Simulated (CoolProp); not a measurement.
Vapour-liquid equilibrium of propane (1) + R236EA (2) at 284.8 K; x and y are mole fractions of (1).

Values from CoolProp's multi-fluid Helmholtz-energy mixture model, Lemmon 2009 and Rui 2013; pair parameters Bell 2016.

```tsv
x	bubble pressure (bar)	y at the bubble point	dew pressure at overall composition x (bar)	liquid density (mol/L)
0.05	2.276	0.453	1.326	9.710
0.2	4.358	0.732	1.572	9.874
0.35	5.355	0.796	1.926	…
0.5	…	0.823	2.477	10.26
0.65	6.114	0.846	3.451	…
0.8	6.402	0.882	5.428	10.91
0.95	6.644	…	6.635	11.42
```

Question: Complete the blanks.

Answer: 
- 0.35, liquid density (mol/L): 10.05
- 0.5, bubble pressure (bar): 5.818
- 0.65, liquid density (mol/L): 10.54
- 0.95, y at the bubble point: 0.957

No azeotrope shows between x = 0.05 and 0.95.

Pair parameters are fitted to limited data, so mixtures are less certain than the pure fluids. With so large a gap from Raoult's law the liquid may split in two, which this calculation doesn't test in full.
